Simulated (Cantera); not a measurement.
Mixture: CH4 : O2 : N2 = 1 : 1.43 : 3.71 (molar parts), equivalence ratio 1.4, at 263 Torr, adiabatic and at constant volume. Ignition delay is the time to a rise of 400 K.

Computed with Cantera and GRI-Mech 3.0 (53 species, 325 reactions).

Question: Predict: delay at 1125 K; delay at 1175 K; delay at 1225 K; delay at 1275 K; delay at 1325 K; delay at 1375 K; apparent activation energy between 1275 and 1375 K.

Answer: 
| Property | Value |
|---|---|
| delay at 1125 K | 0.291 s |
| delay at 1175 K | 0.131 s |
| delay at 1225 K | 61.7 ms |
| delay at 1275 K | 30.3 ms |
| delay at 1325 K | 15.6 ms |
| delay at 1375 K | 8.33 ms |
| apparent activation energy between 1275 and 1375 K | 190 kJ/mol |
